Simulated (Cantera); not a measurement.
Feed: 1 mol C2H4, 0.041 mol CO2, 11 mol H2, 0.036 mol O2, held at 2177 °C and 5.50 bar.

Cantera equilibrium calculation (NASA polynomials, part measured and part estimated; ideal gas, pure solids and liquids). Candidate condensed phases: C, C6H6, C7H8, C8H18, H2O; 110 gas species. Equilibrium is a limit: real reactors are often held back by kinetics, nucleation or transport.

Base state: H2 0.970, CO 0.0117, C2H2 (acetylene) 0.00847, H 0.00844, CH4 0.000844, CH3 0.000134, C2H4 3.93e-5, C4H2 3.04e-5 (mole fractions); condensed: C(graphite).

Question: What changes in the equilibrium state with this change: temperature from 2177 °C to 1652 °C?

Answer: 
```
species             before     after
----------------  --------  --------
H2                   0.970     0.985
CO                  0.0117    0.0117
CH4               0.000844   0.00279
H                  0.00844  0.000404
C2H2 (acetylene)   0.00847  0.000451
C4H2               3.04e-5   8.25e-8
H2O                1.72e-6   1.02e-5
C(graphite), mol      1.65      1.84
```

Question: What changes in the equilibrium state with this change: O2 from 0.036 to 0.12 mol?

Answer: 
```json
[
 {"species": "H2", "before": "0.970", "after": "0.958"},
 {"species": "CO", "before": "0.0117", "after": "0.0241"},
 {"species": "H", "before": "0.00844", "after": "0.00839"},
 {"species": "C2H2 (acetylene)", "before": "0.00847", "after": "0.00836"},
 {"species": "C2H4", "before": "3.93e-5", "after": "3.84e-5"},
 {"species": "CH4", "before": "0.000844", "after": "0.000823"},
 {"species": "CH3", "before": "0.000134", "after": "0.000131"},
 {"species": "C4H2", "before": "3.04e-5", "after": "3.01e-5"},
 {"species": "C(graphite), mol", "before": "1.65", "after": "1.48"}
]
```
